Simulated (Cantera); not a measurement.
What does this Cantera script print?

```python
import numpy as np
import cantera as ct

gas_names = """
    C CO COS CO2 CS CS2 C2 C2O C3 C3O2 C4 C5 Fe FeC5O5 FeO O O2 O3 S SO SO2 SO3 S2 S2O S8
""".split()
cond_names = """
    C(gr) Fe(a) Fe(c) Fe(d) Fe(L) FeC5O5(L) FeO(s) FeO(L) FeS(a) FeS(b) FeS(c) FeS(L) FeSO4(s) FeS2(s)
    Fe2O3(s) Fe2S3O12(s) Fe3O4(s) S(cr1) S(cr2) S(L)
""".split()


# ... load() reads the species with a 1 bar reference pressure and builds the phases ...
atoms = {
    'FeS2': {'Fe': 1, 'S': 2},
    'SO3': {'S': 1, 'O': 3},
    'CO2': {'C': 1, 'O': 2},
}
top_T = {'C(gr)': 4500, 'FeSO4(s)': 950, 'FeS2(s)': 1010, 'Fe2O3(s)': 1830, 'Fe2S3O12(s)': 1100, 'Fe3O4(s)': 1870}  # K; cautious upper limits of use, not melting points


# ... equilibrate(T, P, feed) seeds the gas with the atoms and calls Mixture.equilibrate('TP', solver="vcs", rtol=1e-11, max_steps=5000) ...
results = []
T = 1198  # K
P = 1000  # Pa
for m in [0.3, 0.61, 0.92, 1.2, 1.5, 1.9, 2.2, 2.5]:
    feed = {'FeS2': 1, 'SO3': 1, 'CO2': m}  # mol
    mix = equilibrate(T, P, feed)
    results.append((T, P, feed, dict(zip(mix.species_names, mix.species_moles))))

top = {s: max(r[3][s] / sum(r[3][g] for g in gas_names) for r in results) for s in gas_names}
cols = sorted((s for s in top if top[s] > 1e-06), key=lambda s: -top[s])[:6]
seen = [c for c in cond_names if any(r[3].get(c, 0) > 1e-12 for r in results)]
print("log10 of partial pressures in bar; condensed amounts in mol")
print(f"{'n(CO2)':>10s}" + "".join(f"{s[:9]:>10s}" for s in cols + seen))
for T, P, feed, n in results:
    ng = sum(n[g] for g in gas_names)
    print(f"{feed['CO2']:10.4g}" + "".join(f"{np.log10(max(n[s] / ng * P / 1e5, 1e-99)):10.3f}" for s in cols)
          + "".join(f"{n.get(c, 0):10.4g}" for c in seen))
```

Result:

```
log10 of partial pressures in bar; condensed amounts in mol
    n(CO2)       SO2       CO2        S2        CO       S2O        SO    FeS(c)  Fe3O4(s)
       0.3    -2.136    -2.850    -2.928    -4.318    -4.531    -4.931         1         0
      0.61    -2.196    -2.604    -2.994    -4.058    -4.611    -4.978         1         0
      0.92    -2.248    -2.480    -3.054    -3.923    -4.682    -5.019         1         0
       1.2    -2.290    -2.408    -3.100    -3.842    -4.738    -5.052    0.9986 0.0004637
       1.5    -2.333    -2.354    -3.134    -3.775    -4.785    -5.081    0.9892  0.003592
       1.9    -2.384    -2.303    -3.175    -3.709    -4.840    -5.117     0.977  0.007665
       2.2    -2.418    -2.274    -3.202    -3.670    -4.878    -5.141     0.968   0.01066
       2.5    -2.450    -2.251    -3.228    -3.637    -4.913    -5.163    0.9591   0.01362
```

Method: chemical equilibrium by Gibbs-energy minimisation in Cantera with the NASA 1993 tables (ideal gas, pure condensed phases). Mutual solubility and eutectic melting of coexisting phases are not modelled. FeS: taken at fixed stoichiometry. Gases not in the tables: S3 to S7.
